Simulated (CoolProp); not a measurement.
Properties of benzene along the isobar 101 kPa.

Values from CoolProp's reference Helmholtz-energy equation of state, Thol 2012.

| T (K) | phase | speed of sound (m/s) | viscosity (µPa s) |
|---|---|---|---|
| 491.9 | gas | 233.8 | 12.4 |
| 506.1 | gas | 237.2 | 12.7 |
| 520.4 | gas | 240.5 | 13.1 |
| 534.6 | gas | 243.8 | 13.4 |
| 548.8 | gas | 247.0 | 13.8 |
| 563.1 | gas | 250.2 | 14.1 |
| 577.3 | gas | 253.3 | 14.5 |
| 591.5 | gas | 256.4 | 14.8 |
| 605.8 | gas | 259.5 | 15.2 |
| 620 | gas | 262.5 | 15.5 |

Viscosity comes from a separate model (Avgeri 2014).
